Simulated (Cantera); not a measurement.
A freely propagating, adiabatic, planar premixed flame of CO : H₂ : O₂ : N₂ = 1 : 0.033 : 0.344 : 1.24 (molar parts), equivalence ratio 1.5, unburnt at 450 K and 13300 Pa; mixture-averaged transport, grid criteria slope 0.08 and curve 0.16, no radiation.

Detailed kinetics in Cantera: GRI-Mech 3.0 (53 species, 325 reactions). Burning velocities carry a grid error of a few per cent, more on coarse grids.

### Question
How do the results move with these cheaper or finer settings: unity-Lewis-number transport; multicomponent transport; multicomponent+Soret transport; grid criteria slope 0.5, curve 1; grid criteria slope 0.25, curve 0.5; grid criteria slope 0.03, curve 0.06?

### Answer
| setting | laminar burning velocity | thermal thickness | peak x(O) | peak x(H) | grid points |
|---|---|---|---|---|---|
| as above | 91.7 cm/s | 11.6 mm | 0.0336 | 0.0199 | 142 |
| unity-Lewis-number transport | 55.2 cm/s | 8.29 mm | 0.0339 | 0.0208 | 146 |
| multicomponent transport | 91.2 cm/s | 11.6 mm | 0.0335 | 0.0198 | 142 |
| multicomponent+Soret transport | 86.2 cm/s | 11.5 mm | 0.0333 | 0.0193 | 143 |
| grid criteria slope 0.5, curve 1 | 97.3 cm/s | 14.4 mm | 0.0327 | 0.0204 | 38 |
| grid criteria slope 0.25, curve 0.5 | 94.7 cm/s | 12.4 mm | 0.0335 | 0.0203 | 66 |
| grid criteria slope 0.03, curve 0.06 | 91.1 cm/s | 11.3 mm | 0.0337 | 0.0198 | 329 |
The base run took very roughly 24 core-seconds.
Unity Lewis numbers drop preferential diffusion, which matters most where H2 and H carry the flame; Soret adds thermal diffusion.
